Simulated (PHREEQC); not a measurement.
Solution (20 °C): 1.6 mmol/kgw HF, 5.3 mmol/kgw KF, 5.4 mmol/kgw (NH4)2SiF6 and 40 mmol/kgw HCl. Closed to the air; pH follows from the charge balance.

Computed with PHREEQC (ion-association model, phreeqc.dat).

Each row changes one thing in this solution. Precipitation was switched off in this run.

```
case                                        pH  ionic strength (mol/kgw)  HF (mol/kgw)  F- (mol/kgw)  H4SiO4 (mol/kgw)  HF2- (mol/kgw)  SI of Quartz (SiO2)
----------------------------------------  ----  ------------------------  ------------  ------------  ----------------  --------------  -------------------
as made                                   1.53                    0.0563       0.00695      0.000216           4.68e-5         5.51e-6                -0.27
HF replaced by NaF at the same molality   1.55                    0.0563       0.00693      0.000225           4.37e-5         5.73e-6                -0.30
KF from 0.0053 to 0.00583 mol/kgw         1.53                    0.0563       0.00738      0.000232           3.20e-5         6.29e-6                -0.43
HCl left out                              3.65                    0.0217       0.00148       0.00560           3.96e-5         3.04e-5                -0.34
(NH4)2SiF6 from 0.0054 to 0.0108 mol/kgw  1.53                    0.0724       0.00710      0.000229           7.31e-5         5.97e-6                -0.07
HCl from 0.04 to 0.4 mol/kgw              0.52                     0.415       0.00878       3.56e-5          0.000319         1.12e-6                +0.61
HF from 0.0016 to 0.00032 mol/kgw         1.53                    0.0561       0.00606      0.000188          0.000106         4.20e-6                +0.09
```

Some of these states are supersaturated (in Quartz (slow to form), Chalcedony (slow to form), for instance). SiF6-2 is the database's only silicon fluoride.
